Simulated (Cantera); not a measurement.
Input (Python, Cantera) and output of one run.

```python
import numpy as np
import cantera as ct

gas_names = """
    C CH CH2 CH3 CH2OH CH3O CH4 CH3OH CO CO2 COOH C2 C2H CHCO,ketyl C2H2,acetylene C2H2,vinylidene
    CH2CO,ketene C2H3,vinyl CH3CO,acetyl C2H4 C2H4O,ethylen CH3CHO,ethanal CH3COOH (HCOOH)2 C2H5 C2H6
    CH3OCH3 C2H5OH C2O C3 C3H3,propargyl C3H4,allene C3H4,propyne C3H4,cyclo- C3H5,allyl C3H6,propylene
    C3H6,cyclo- C3H6O C3H7,n-propyl C3H7,i-propyl C3H8 C3H8O,1propanol C3H8O,2propanol C3O2 C4 C4H2
    C4H4,1,3-cyclo- C4H6,butadiene C4H6,2-butyne C4H6,cyclo- C4H8,1-butene C4H8,cis2-buten
    C4H8,tr2-butene C4H8,isobutene C4H8,cyclo- (CH3COOH)2 C4H9,n-butyl C4H9,i-butyl C4H9,s-butyl
    C4H9,t-butyl C4H10,isobutane C4H10,n-butane C5 C5H6,1,3cyclo- C5H8,cyclo- C5H10,1-pentene
    C5H10,cyclo- C5H11,pentyl C5H11,t-pentyl C5H12,n-pentane C5H12,i-pentane CH3C(CH3)2CH3 C6H2
    C6H5,phenyl C6H5O,phenoxy C6H6 C6H5OH,phenol C6H10,cyclo- C6H12,1-hexene C6H12,cyclo- C6H13,n-hexyl
    C7H7,benzyl C7H8 C7H8O,cresol C7H14,1-heptene C7H15,n-heptyl C7H16,n-heptane C8H8,styrene
    C8H10,ethylbenz C8H16,1-octene C8H17,n-octyl C8H18,isooctane C8H18,n-octane C9H19,n-nonyl
    C10H8,naphthale C10H21,n-decyl C12H9,o-bipheny C12H10,bipheny H HCO HO2 H2 HCHO,formaldehy HCOOH H2O
    H2O2 O OH O2 O3 Si SiC SiC2 SiC4H12 SiH SiH2 SiH3 SiH4 SiO SiO2 Si2 Si2C Si3
""".split()
cond_names = """
    C(gr) C6H6(L) C7H8(L) C8H18(L),n-octa H2O(s) H2O(L) Si(cr) Si(L) SiC(b) SiO2(Lqz) SiO2(hqz) SiO2(L)
""".split()


def load(file, names, dense=False):
    # The tables refer to 1 bar. Condensed volumes are neglected.
    table = {s.name: s for s in ct.Species.list_from_file(file)}
    out = []
    for n in names:
        d = dict(table[n].input_data)
        d["thermo"] = dict(d["thermo"], **{"reference-pressure": 1e5})
        if dense:
            d["equation-of-state"] = {"model": "constant-volume", "density": "1e6 g/cm^3"}
        out.append(ct.Species.from_dict(d))
    return out


gas = ct.Solution(thermo="ideal-gas", species=load("nasa_gas.yaml", gas_names))
cond = {s.name: ct.Solution(thermo="fixed-stoichiometry", species=[s], name=s.name)
        for s in load("nasa_condensed.yaml", cond_names, dense=True)}
atoms = {
    'HMDSO': {'Si': 2, 'C': 6, 'H': 18, 'O': 1},
    'H2O': {'H': 2, 'O': 1},
}
top_T = {'C(gr)': 4500, 'SiC(b)': 3050}  # K; cautious upper limits of use, not melting points


def equilibrate(T, P, feed):
    n = {}
    for name, mol in feed.items():
        for a, k in atoms[name].items():
            n[a] = n.get(a, 0.0) + k * mol
    gas.TPX = T, P, n
    mass = sum(n.values()) * gas.mean_molecular_weight
    gas.equilibrate("TP")
    valid = [c for c in cond.values() if c.min_temp <= T <= top_T.get(c.name, c.max_temp)]
    mix = ct.Mixture([(gas, mass / gas.mean_molecular_weight)] + [(c, 0.0) for c in valid])
    mix.T, mix.P = T, P
    mix.equilibrate("TP", solver="vcs", rtol=1e-11, max_steps=5000)
    return mix


results = []
feed = {'HMDSO': 1, 'H2O': 1.9}  # mol
P = 550  # Pa
for T in [1348, 1448, 1548, 1648, 1748, 1848, 1948, 2048, 2148]:
    mix = equilibrate(T, P, feed)
    results.append((T, P, feed, dict(zip(mix.species_names, mix.species_moles))))
    x = sorted(zip(gas.X, gas.species_names), reverse=True)
    print(f"T = {T:g} K  P = {P:g} Pa  gas = {mix.phase_moles(0):.4g} mol")
    print("   x: " + "  ".join(f"{s} {v:.3e}" for v, s in x if v > 0.001))
    print("   condensed (mol): " + ("  ".join(f"{mix.phase(i).name} {mix.phase_moles(i):.4g}"
          for i in range(1, mix.n_phases) if mix.phase_moles(i) > 1e-12) or "none"))
```

Output:

```
T = 1348 K  P = 550 Pa  gas = 13.8 mol
   x: H2 7.898e-01  CO 2.099e-01
   condensed (mol): C(gr) 1.105  SiC(b) 1.997
T = 1448 K  P = 550 Pa  gas = 13.8 mol
   x: H2 7.897e-01  CO 2.098e-01
   condensed (mol): C(gr) 1.109  SiC(b) 1.995
T = 1548 K  P = 550 Pa  gas = 13.8 mol
   x: H2 7.895e-01  CO 2.096e-01
   condensed (mol): C(gr) 1.113  SiC(b) 1.993
T = 1648 K  P = 550 Pa  gas = 13.81 mol
   x: H2 7.889e-01  CO 2.093e-01  H 1.066e-03
   condensed (mol): C(gr) 1.119  SiC(b) 1.99
T = 1748 K  P = 550 Pa  gas = 13.82 mol
   x: H2 7.873e-01  CO 2.089e-01  H 2.734e-03
   condensed (mol): C(gr) 1.125  SiC(b) 1.986
T = 1848 K  P = 550 Pa  gas = 13.84 mol
   x: H2 7.840e-01  CO 2.081e-01  H 6.330e-03  SiO 1.323e-03
   condensed (mol): C(gr) 1.132  SiC(b) 1.981
T = 1948 K  P = 550 Pa  gas = 13.9 mol
   x: H2 7.772e-01  CO 2.070e-01  H 1.343e-02  SiO 1.703e-03
   condensed (mol): C(gr) 1.138  SiC(b) 1.973
T = 2048 K  P = 550 Pa  gas = 14 mol
   x: H2 7.646e-01  CO 2.050e-01  H 2.640e-02  SiO 2.128e-03
   condensed (mol): C(gr) 1.15  SiC(b) 1.956
T = 2148 K  P = 550 Pa  gas = 14.2 mol
   x: H2 7.417e-01  CO 2.016e-01  H 4.840e-02  Si 3.648e-03  SiO 2.582e-03  C2H2,acetylene 1.420e-03
   condensed (mol): C(gr) 1.185  SiC(b) 1.9
```

These are equilibrium values from Cantera (NASA tables, ideal gas, pure condensed phases), not measurements of a reactor. The feed counts by its element totals alone. Gases not in the tables: Si2H6 and higher silanes.
